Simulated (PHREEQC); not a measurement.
## Acid mine or pickling water: speciation

A made-up water analysis in mmol/kgw, 20 °C, pH 1.97, pe 11.6:

```json
[
 {"constituent": "Na", "mmol/kgw": "10.9"},
 {"constituent": "K", "mmol/kgw": "1.35"},
 {"constituent": "Ca", "mmol/kgw": "5"},
 {"constituent": "Mg", "mmol/kgw": "2.76"},
 {"constituent": "Cl", "mmol/kgw": "0.905"},
 {"constituent": "S(6)", "mmol/kgw": "24"},
 {"constituent": "Si", "mmol/kgw": "0.101"}
]
```

Na is adjusted to close the charge balance.
Valence states are taken as typed.

All values are PHREEQC results (ion-association model, phreeqc.dat), not measurements.

Each row changes one thing in this solution. No solid was allowed to form.

```json
[
 {"case": "as made", "ionic strength (mol/kgw)": "0.0546", "SO4-2 (mol/kgw)": "0.0137", "HSO4- (mol/kgw)": "0.00711", "Ca+2 (mol/kgw)": "0.00327", "Mg+2 (mol/kgw)": "0.00172", "K+ (mol/kgw)": "0.00130", "SI of Quartz (SiO2)": "+0.07", "SI of Gypsum (CaSO4:2H2O)": "-0.44"},
 {"case": "all concentrations times 4 at the same typed pH", "ionic strength (mol/kgw)": "0.208", "SO4-2 (mol/kgw)": "(withheld)", "HSO4- (mol/kgw)": "0.0197", "Ca+2 (mol/kgw)": "0.0105", "Mg+2 (mol/kgw)": "0.00535", "K+ (mol/kgw)": "0.00493", "SI of Quartz (SiO2)": "(withheld)", "SI of Gypsum (CaSO4:2H2O)": "+0.30"},
 {"case": "Mg from 2.76 to 8.28 mmol/kgw", "ionic strength (mol/kgw)": "0.0544", "SO4-2 (mol/kgw)": "0.0127", "HSO4- (mol/kgw)": "(withheld)", "Ca+2 (mol/kgw)": "0.00336", "Mg+2 (mol/kgw)": "0.00531", "K+ (mol/kgw)": "0.00130", "SI of Quartz (SiO2)": "+0.07", "SI of Gypsum (CaSO4:2H2O)": "-0.47"},
 {"case": "temperature from 20 to 30 °C at the same typed pH", "ionic strength (mol/kgw)": "0.0521", "SO4-2 (mol/kgw)": "(withheld)", "HSO4- (mol/kgw)": "0.00814", "Ca+2 (mol/kgw)": "0.00327", "Mg+2 (mol/kgw)": "0.00161", "K+ (mol/kgw)": "0.00129", "SI of Quartz (SiO2)": "(withheld)", "SI of Gypsum (CaSO4:2H2O)": "-0.48"}
]
```

Complete the blanks.


- all concentrations times 4 at the same typed pH, SO4-2 (mol/kgw): 0.0540
- all concentrations times 4 at the same typed pH, SI of Quartz (SiO2): +0.69
- Mg from 2.76 to 8.28 mmol/kgw, HSO4- (mol/kgw): 0.00659
- temperature from 20 to 30 °C at the same typed pH, SO4-2 (mol/kgw): 0.0126
- temperature from 20 to 30 °C at the same typed pH, SI of Quartz (SiO2): -0.08

Some of these states are supersaturated (in Quartz (slow to form), Gypsum, for instance).
